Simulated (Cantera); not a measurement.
Charge: 1 mol CH3Cl, 0.19 mol H2, 0.025 mol CH4, equilibrated at 0.308 Torr.

These are equilibrium values from Cantera (NASA tables, ideal gas, pure condensed phases), not measurements of a reactor. Candidate condensed phases: C, C6H6, C7H8, C8H18; 91 gas species. Kinetics and transport are ignored.

### Question
At 2923 K, list the 4 most abundant gas species with their mole fractions, and the condensed phases.

### Answer
H 0.686, Cl 0.201, C3 0.0520, C 0.0316. Condensed: gas only.
